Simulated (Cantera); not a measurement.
Input (Python, Cantera) and output of one run.

```python
import numpy as np
import cantera as ct

gas_names = [...]  # 109 gases of nasa_gas.yaml made of C, Cl, H, Si
cond_names = """
    C(gr) C6H6(L) C7H8(L) C8H18(L),n-octa Si(cr) Si(L) SiC(b)
""".split()


# ... load() reads the species with a 1 bar reference pressure and builds the phases ...
atoms = {
    'SiCl4': {'Si': 1, 'CL': 4},
    'C2H2': {'C': 2, 'H': 2},
    'H2': {'H': 2},
}
top_T = {'C(gr)': 4500, 'SiC(b)': 3050}  # K; cautious upper limits of use, not melting points


# ... equilibrate(T, P, feed) seeds the gas with the atoms and calls Mixture.equilibrate('TP', solver="vcs", rtol=1e-11, max_steps=5000) ...
results = []
feed = {'SiCl4': 1, 'C2H2': 0.91, 'H2': 140}  # mol
P = 590  # Pa
for T in [1500, 1575, 1650, 1725, 1800, 1875, 1950, 2025, 2100, 2175, 2250, 2325]:
    mix = equilibrate(T, P, feed)
    results.append((T, P, feed, dict(zip(mix.species_names, mix.species_moles))))

top = {s: max(r[3][s] / sum(r[3][g] for g in gas_names) for r in results) for s in gas_names}
cols = sorted((s for s in top if top[s] > 1e-06), key=lambda s: -top[s])[:7]
seen = [c for c in cond_names if any(r[3].get(c, 0) > 1e-12 for r in results)]
print("log10 of partial pressures in bar; condensed amounts in mol")
print(f"{'T/K':>10s}" + "".join(f"{s[:9]:>10s}" for s in cols + seen))
for T, P, feed, n in results:
    ng = sum(n[g] for g in gas_names)
    print(f"{T:10.4g}" + "".join(f"{np.log10(max(n[s] / ng * P / 1e5, 1e-99)):10.3f}" for s in cols)
          + "".join(f"{n.get(c, 0):10.4g}" for c in seen))
```

It prints:

```
log10 of partial pressures in bar; condensed amounts in mol
       T/K        H2         H       HCL        Si C2H2,acet        CL      SiC2     C(gr)    SiC(b)
      1500    -2.242    -5.875    -3.783   -10.115    -7.286    -7.510   -12.873    0.8181    0.9973
      1575    -2.242    -5.502    -3.783    -9.257    -6.917    -7.144   -11.750    0.8165    0.9962
      1650    -2.242    -5.163    -3.784    -8.478    -6.583    -6.810   -10.731    0.8115    0.9948
      1725    -2.243    -4.852    -3.785    -7.767    -6.278    -6.506    -9.802    0.8008    0.9927
      1800    -2.244    -4.568    -3.787    -7.116    -6.000    -6.227    -8.953    0.7816     0.989
      1875    -2.245    -4.306    -3.789    -6.518    -5.744    -5.971    -8.172    0.7513      0.98
      1950    -2.248    -4.065    -3.793    -5.967    -5.511    -5.735    -7.454    0.7119    0.9545
      2025    -2.253    -3.842    -3.800    -5.456    -5.296    -5.518    -6.789     0.681    0.8795
      2100    -2.261    -3.637    -3.810    -4.983    -5.101    -5.319    -6.174    0.7183    0.6637
      2175    -2.273    -3.448    -3.826    -4.543    -4.924    -5.138    -5.602    0.9852   0.06777
      2250    -2.288    -3.273    -3.841    -4.502    -4.763    -4.967    -5.438    0.7198         0
      2325    -2.309    -3.113    -3.864    -4.507    -4.619    -4.812    -5.330    0.2887         0
```

These are equilibrium values from Cantera (NASA tables, ideal gas, pure condensed phases), not measurements of a reactor. The tables' values for SiCl are old estimates; treat these amounts as uncertain. Gases not in the tables: Si2H6 and higher silanes.
